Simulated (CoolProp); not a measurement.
Saturation properties of n-perfluoropentane (Tc = 421.0 K, pc = 2.063 MPa, ω = 0.436).

The numbers come from the reference Helmholtz-energy equation of state, Gao 2022 in CoolProp.

```tsv
T (K)	p (MPa)	liquid density (kg/m³)	vapour density (kg/m³)	enthalpy of vaporisation (kJ/kg)
203	0.0002531	1888	0.04321	115.8
224.9	0.001667	[?]	0.2574	110.6
246.8	0.007358	[?]	1.041	105.4
268.8	0.02436	[?]	3.201	99.92
290.7	0.06448	1629	8.005	94.05
312.6	0.1449	1556	17.32	87.54
334.5	0.2872	1475	33.80	80.13
356.4	0.5171	1382	61.70	71.39
378.3	0.8650	1268	[?]	60.50
400.2	1.371	[?]	200.3	45.11
```

Task: Fill in the missing entries.

Result: 
- 224.9, liquid density (kg/m³): 1825
- 246.8, liquid density (kg/m³): 1762
- 268.8, liquid density (kg/m³): 1697
- 378.3, vapour density (kg/m³): 109.3
- 400.2, liquid density (kg/m³): 1110

It boils at 302.5 K under 1 atm.
